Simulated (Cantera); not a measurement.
Feed: 1 mol Al2O3, 600 mol H2, 2.8 mol N2, at 700 °C and 6.50 bar.

These are equilibrium values from Cantera (NASA tables, ideal gas, pure condensed phases), not measurements of a reactor. Candidate condensed phases: Al, AlN, Al2O3, H2O; 35 gas species. Rates play no part.

Q: What is the equilibrium state?

A: 
| Quantity | Value |
|---|---|
| x(H2) | 0.995 |
| x(N2) | 0.00450 |
| x(NH3) | 0.000302 |
| n(Al2O3(s)) | 1.000 mol |
| gas amount | 602.6 mol |
| log10 activity of Al(l) (absent) | -10.77 |
